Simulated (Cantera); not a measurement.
Feed: 1 mol CH3Cl, 0.61 mol CH4, 0.68 mol H2, at 3423.15 K and 2.10 Pa.

Equilibrium computed with Cantera from the NASA thermochemical tables; the gas is ideal and each condensed phase is pure. Candidate condensed phases: C, C6H6, C7H8, C8H18; 91 gas species. Rates play no part.

Base state: H 0.723, C 0.170, Cl 0.106, C2 0.000363, H2 4.49e-5 (mole fractions); condensed: gas only.

What changes in the equilibrium state with this change: temperature from 3423.15 K to 1250 K?


```
species             before    after
----------------  --------  -------
H2                 4.49e-5    0.744
HCl                9.92e-6    0.256
H                    0.723  9.10e-5
C                    0.170    <1e-9
Cl                   0.106  2.68e-5
C2                0.000363    <1e-9
C(graphite), mol         0     1.61
```
